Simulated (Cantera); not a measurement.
Charge: 1 mol Fe(CO)₅, 0.74 mol H₂, at 450 Pa.

Method: chemical equilibrium by Gibbs-energy minimisation in Cantera with the NASA 1993 tables (ideal gas, pure condensed phases). Candidate condensed phases: C, C₆H₆, C₇H₈, C₈H₁₈, Fe, Fe(CO)₅, FeO, Fe(OH)₂, Fe(OH)₃, Fe₂O₃, Fe₃O₄, H₂O; 114 gas species. Condensed phases not in the tables: cementite and carbon dissolved in iron. The numbers say what is thermodynamically allowed, not how fast it happens. All values below are at 900 °C.

Base state: CO 0.871, H₂ 0.129, CO₂ 9.52e-5, H₂O 1.79e-5 (mole fractions); condensed: C(graphite) + Fe(α).

What changes in the equilibrium state with this change: pressure from 450 Pa to 11000 Pa?


```tsv
species	before	after
CO	0.871	0.868
H₂	0.129	0.129
CO₂	9.52e-5	0.00231
H₂O	1.79e-5	0.000437
CH₄	1.45e-6	3.55e-5
C(graphite), mol	0.000641	0.0155
Fe(α), mol	1.00	1.00
```
